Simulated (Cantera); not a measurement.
A Cantera script and its output.

```python
import numpy as np
import cantera as ct

gas = ct.Solution("gri30.yaml")
gas.TPX = 975, 13332, {'H2': 1.2, 'O2': 1, 'N2': 13}
reactor = ct.IdealGasConstPressureReactor(gas, energy="off", clone=False)
net = ct.ReactorNet([reactor])
net.rtol, net.atol = 1e-08, 1e-18
show = ['H2', 'O2', 'H', 'OH', 'O']
times = np.geomspace(1e-05, 80, 12)

steps = ct.SolutionArray(gas, extra=["t"])
rows = []
print(f"{'t/s':>10s}{'T/K':>9s}{'P/Pa':>11s}" + "".join(f"{s:>11s}" for s in show))
for t in times:
    while net.time < t:
        t_next = net.step()
        steps.append(gas.state, t=t_next)
    rows.append([np.interp(t, steps.t, y) for y in (steps.T, steps.P, *steps(*show).X.T)])
    print(f"{t:10.3e}{rows[-1][0]:9.1f}{rows[-1][1]:11.4g}" + "".join(f"{x:11.3e}" for x in rows[-1][2:]))
rate = np.gradient(steps.T, steps.t)
print("integrator steps:", len(steps.t))
if steps.T.max() > steps.T[0] + 200:
    print(f"time of steepest temperature rise: {steps.t[rate.argmax()]:.4e} s")
gas.TPX = 975, 13332, {'H2': 1.2, 'O2': 1, 'N2': 13}
gas.equilibrate("TP")
print(f"equilibrium (TP): T = {gas.T:.1f} K  " + "  ".join(f"{s} {gas[s].X[0]:.3e}" for s in show))
```

It prints:

```
       t/s      T/K       P/Pa         H2         O2          H         OH          O
 1.000e-05    975.0  1.333e+04  7.895e-02  6.579e-02  2.459e-12  3.629e-14  4.911e-14
 4.242e-05    975.0  1.333e+04  7.895e-02  6.579e-02  1.057e-11  3.268e-13  7.041e-13
 1.799e-04    975.0  1.333e+04  7.895e-02  6.579e-02  6.293e-11  2.787e-12  8.132e-12
 7.632e-04    975.0  1.333e+04  7.895e-02  6.579e-02  2.628e-09  1.259e-10  3.874e-10
 3.238e-03    975.0  1.333e+04  7.177e-02  6.281e-02  3.582e-03  1.883e-04  5.045e-04
 1.373e-02    975.0  1.333e+04  5.335e-04  2.761e-02  1.020e-04  1.068e-04  8.558e-05
 5.825e-02    975.0  1.333e+04  4.482e-05  2.741e-02  1.160e-06  1.893e-05  4.251e-06
 2.471e-01    975.0  1.333e+04  2.633e-06  2.740e-02  2.361e-08  5.812e-06  3.036e-07
 1.048e+00    975.0  1.333e+04  9.661e-08  2.740e-02  5.582e-10  1.932e-06  3.041e-08
 4.446e+00    975.0  1.333e+04  7.658e-09  2.740e-02  3.201e-11  7.757e-07  4.926e-09
 1.886e+01    975.0  1.333e+04  1.378e-09  2.740e-02  2.986e-12  3.526e-07  1.025e-09
 8.000e+01    975.0  1.333e+04  3.048e-10  2.740e-02  3.327e-13  1.691e-07  2.363e-10
integrator steps: 1948
equilibrium (TP): T = 975.0 K  H2 5.572e-11  O2 2.739e-02  H 2.354e-14  OH 6.300e-08  O 3.291e-11
```

Cantera simulation using GRI-Mech 3.0 (53 species, 325 reactions); the numbers are that mechanism's predictions, not measurements. Radical loss at walls, strong at low pressure, is not modelled. The temperature is held fixed by assumption; the heat of reaction is taken as removed at once.
